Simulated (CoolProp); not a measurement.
The numbers come from the reference Helmholtz-energy equation of state, Lemmon 2006 in CoolProp. It is a short technical equation, of lower accuracy than the large ones.

Problem. For CH3F (R41), give the phase and the cp (kJ/(kg K)), isothermal compressibility (1/MPa) at -69.95 °C and 81.6 bar; -3.45 °C and 81.6 bar; 151.85 °C and 81.6 bar.

Solution. 
- -69.95 °C and 81.6 bar: liquid; cp 2.05, isothermal compressibility 0.00156
- -3.45 °C and 81.6 bar: liquid; cp 2.34, isothermal compressibility 0.00525
- 151.85 °C and 81.6 bar: supercritical; cp 1.85, isothermal compressibility 0.150
